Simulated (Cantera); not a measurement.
Input (Python, Cantera) and output of one run.

```python
import numpy as np
import cantera as ct

gas_names = """
    F F2 H HF H2 H2F2 H3F3 H4F4 H5F5 H6F6 H7F7 N NF NF2 NF3 NH NH2 NH3 N2 N2H2 N2H4 Si SiF SiF2 SiF3
    SiF4 SiH SiHF3 SiH2 SiH2F2 SiH3 SiH3F SiH4 SiN Si2 Si2N Si3
""".split()
cond_names = """
    Si(cr) Si(L) Si3N4(a)
""".split()


def load(file, names, dense=False):
    # The tables refer to 1 bar. Condensed volumes are neglected.
    table = {s.name: s for s in ct.Species.list_from_file(file)}
    out = []
    for n in names:
        d = dict(table[n].input_data)
        d["thermo"] = dict(d["thermo"], **{"reference-pressure": 1e5})
        if dense:
            d["equation-of-state"] = {"model": "constant-volume", "density": "1e6 g/cm^3"}
        out.append(ct.Species.from_dict(d))
    return out


gas = ct.Solution(thermo="ideal-gas", species=load("nasa_gas.yaml", gas_names))
cond = {s.name: ct.Solution(thermo="fixed-stoichiometry", species=[s], name=s.name)
        for s in load("nasa_condensed.yaml", cond_names, dense=True)}
atoms = {
    'Si': {'Si': 1},
    'HF': {'H': 1, 'F': 1},
    'N2': {'N': 2},
}
top_T = {'Si3N4(a)': 2400}  # K; cautious upper limits of use, not melting points


def equilibrate(T, P, feed):
    n = {}
    for name, mol in feed.items():
        for a, k in atoms[name].items():
            n[a] = n.get(a, 0.0) + k * mol
    gas.TPX = T, P, n
    mass = sum(n.values()) * gas.mean_molecular_weight
    gas.equilibrate("TP")
    valid = [c for c in cond.values() if c.min_temp <= T <= top_T.get(c.name, c.max_temp)]
    mix = ct.Mixture([(gas, mass / gas.mean_molecular_weight)] + [(c, 0.0) for c in valid])
    mix.T, mix.P = T, P
    mix.equilibrate("TP", solver="vcs", rtol=1e-11, max_steps=5000)
    return mix


results = []
P = 23  # Pa
for T in [700, 775, 850, 925, 1000, 1075, 1150, 1225, 1300, 1375, 1450, 1525]:
    for m in [2.3, 3, 3.7, 4.4, 5.1, 5.8, 6.5, 7.2, 7.9, 8.6, 9.3, 10]:
        feed = {'Si': 1, 'HF': m, 'N2': 2.4}  # mol
        mix = equilibrate(T, P, feed)
        results.append((T, P, feed, dict(zip(mix.species_names, mix.species_moles))))

for T, P, feed, n in results:
    print(f"{T:7g} {feed['HF']:10.4g}  " + (" + ".join(c for c in cond_names if n.get(c, 0) > 1e-12) or "gas only"))
```

Output:

```
    700        2.3  Si3N4(a)
    700          3  Si3N4(a)
    700        3.7  Si3N4(a)
    700        4.4  gas only
    700        5.1  gas only
    700        5.8  gas only
    700        6.5  gas only
    700        7.2  gas only
    700        7.9  gas only
    700        8.6  gas only
    700        9.3  gas only
    700         10  gas only
    775        2.3  Si3N4(a)
    775          3  Si3N4(a)
    775        3.7  Si3N4(a)
    775        4.4  gas only
    775        5.1  gas only
    775        5.8  gas only
    775        6.5  gas only
    775        7.2  gas only
    775        7.9  gas only
    775        8.6  gas only
    775        9.3  gas only
    775         10  gas only
    850        2.3  Si3N4(a)
    850          3  Si3N4(a)
    850        3.7  Si3N4(a)
    850        4.4  gas only
    850        5.1  gas only
    850        5.8  gas only
    850        6.5  gas only
    850        7.2  gas only
    850        7.9  gas only
    850        8.6  gas only
    850        9.3  gas only
    850         10  gas only
    925        2.3  Si3N4(a)
    925          3  Si3N4(a)
    925        3.7  Si3N4(a)
    925        4.4  gas only
    925        5.1  gas only
    925        5.8  gas only
    925        6.5  gas only
    925        7.2  gas only
    925        7.9  gas only
    925        8.6  gas only
    925        9.3  gas only
    925         10  gas only
   1000        2.3  Si3N4(a)
   1000          3  Si3N4(a)
   1000        3.7  Si3N4(a)
   1000        4.4  gas only
   1000        5.1  gas only
   1000        5.8  gas only
   1000        6.5  gas only
   1000        7.2  gas only
   1000        7.9  gas only
   1000        8.6  gas only
   1000        9.3  gas only
   1000         10  gas only
   1075        2.3  Si3N4(a)
   1075          3  Si3N4(a)
   1075        3.7  Si3N4(a)
   1075        4.4  gas only
   1075        5.1  gas only
   1075        5.8  gas only
   1075        6.5  gas only
   1075        7.2  gas only
   1075        7.9  gas only
   1075        8.6  gas only
   1075        9.3  gas only
   1075         10  gas only
   1150        2.3  Si3N4(a)
   1150          3  Si3N4(a)
   1150        3.7  Si3N4(a)
   1150        4.4  gas only
   1150        5.1  gas only
   1150        5.8  gas only
   1150        6.5  gas only
   1150        7.2  gas only
   1150        7.9  gas only
   1150        8.6  gas only
   1150        9.3  gas only
   1150         10  gas only
   1225        2.3  Si3N4(a)
   1225          3  Si3N4(a)
   1225        3.7  Si3N4(a)
   1225        4.4  gas only
   1225        5.1  gas only
   1225        5.8  gas only
   1225        6.5  gas only
   1225        7.2  gas only
   1225        7.9  gas only
   1225        8.6  gas only
   1225        9.3  gas only
   1225         10  gas only
   1300        2.3  Si3N4(a)
   1300          3  Si3N4(a)
   1300        3.7  Si3N4(a)
   1300        4.4  gas only
   1300        5.1  gas only
   1300        5.8  gas only
   1300        6.5  gas only
   1300        7.2  gas only
   1300        7.9  gas only
   1300        8.6  gas only
   1300        9.3  gas only
   1300         10  gas only
   1375        2.3  Si3N4(a)
   1375          3  Si3N4(a)
   1375        3.7  Si3N4(a)
   1375        4.4  gas only
   1375        5.1  gas only
   1375        5.8  gas only
   1375        6.5  gas only
   1375        7.2  gas only
   1375        7.9  gas only
   1375        8.6  gas only
   1375        9.3  gas only
   1375         10  gas only
   1450        2.3  Si3N4(a)
   1450          3  Si3N4(a)
   1450        3.7  gas only
   1450        4.4  gas only
   1450        5.1  gas only
   1450        5.8  gas only
   1450        6.5  gas only
   1450        7.2  gas only
   1450        7.9  gas only
   1450        8.6  gas only
   1450        9.3  gas only
   1450         10  gas only
   1525        2.3  Si3N4(a)
   1525          3  gas only
   1525        3.7  gas only
   1525        4.4  gas only
   1525        5.1  gas only
   1525        5.8  gas only
   1525        6.5  gas only
   1525        7.2  gas only
   1525        7.9  gas only
   1525        8.6  gas only
   1525        9.3  gas only
   1525         10  gas only
```

Equilibrium computed with Cantera from the NASA thermochemical tables; the gas is ideal and each condensed phase is pure. N2 is the only nitrogen source here; it is nearly inert below about 1500 K, so the nitride shown seldom forms there in practice. The tables' values for SiF2, SiF3 are old estimates.
